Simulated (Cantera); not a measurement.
Cantera run:

```python
import numpy as np
import cantera as ct

gas_names = """
    B BH BH2 BH3 BN BO BO2 B2 B2O B2O2 B2O3 B3O3H3 H HBO HBO2 HNO HNO2 HNO3 HO2 H2 H2O H2O2 H3B3O6 N NH
    NH2 NH3 NH2OH NO NO2 NO3 N2 N2H2 N2H4 N2O O OH O2 O3
""".split()
cond_names = """
    B(b) B(L) BN(s) B2O3(L) B3O3H3(cr) H2O(s) H2O(L)
""".split()


# ... load() reads the species with a 1 bar reference pressure and builds the phases ...
atoms = {
    'B2H6': {'B': 2, 'H': 6},
    'H2O': {'H': 2, 'O': 1},
    'N2': {'N': 2},
}
top_T = {'BN(s)': 3200}  # K; cautious upper limits of use, not melting points


# ... equilibrate(T, P, feed) seeds the gas with the atoms and calls Mixture.equilibrate('TP', solver="vcs", rtol=1e-11, max_steps=5000) ...
results = []
feed = {'B2H6': 1, 'H2O': 2.7, 'N2': 54}  # mol
P = 15  # Pa
for T in [1475, 1500, 1525, 1550, 1575, 1600, 1625, 1650, 1675]:
    mix = equilibrate(T, P, feed)
    results.append((T, P, feed, dict(zip(mix.species_names, mix.species_moles))))

top = {s: max(r[3][s] / sum(r[3][g] for g in gas_names) for r in results) for s in gas_names}
cols = sorted((s for s in top if top[s] > 1e-05), key=lambda s: -top[s])[:5]
seen = [c for c in cond_names if any(r[3].get(c, 0) > 1e-12 for r in results)]
print("log10 of partial pressures in bar; condensed amounts in mol")
print(f"{'T/K':>10s}" + "".join(f"{s[:9]:>10s}" for s in cols + seen))
for T, P, feed, n in results:
    ng = sum(n[g] for g in gas_names)
    print(f"{T:10.4g}" + "".join(f"{np.log10(max(n[s] / ng * P / 1e5, 1e-99)):10.3f}" for s in cols)
          + "".join(f"{n.get(c, 0):10.4g}" for c in seen))
```

Result:

```
log10 of partial pressures in bar; condensed amounts in mol
       T/K        N2        H2      B2O3       HBO        BO     BN(s)
      1475    -3.875    -4.870    -5.837    -6.097    -7.117   0.02562
      1500    -3.875    -4.871    -5.853    -6.062    -6.964         0
      1525    -3.875    -4.872    -5.859    -6.055    -6.845         0
      1550    -3.875    -4.873    -5.865    -6.051    -6.731         0
      1575    -3.875    -4.875    -5.872    -6.048    -6.622         0
      1600    -3.875    -4.876    -5.880    -6.048    -6.519         0
      1625    -3.876    -4.877    -5.888    -6.051    -6.422         0
      1650    -3.876    -4.879    -5.898    -6.056    -6.331         0
      1675    -3.876    -4.881    -5.909    -6.065    -6.245         0
```

Cantera equilibrium calculation (NASA polynomials, part measured and part estimated; ideal gas, pure solids and liquids). The feed counts by its element totals alone. N2 is the only nitrogen source here; it is nearly inert below about 1500 K, so the nitride shown seldom forms there in practice.
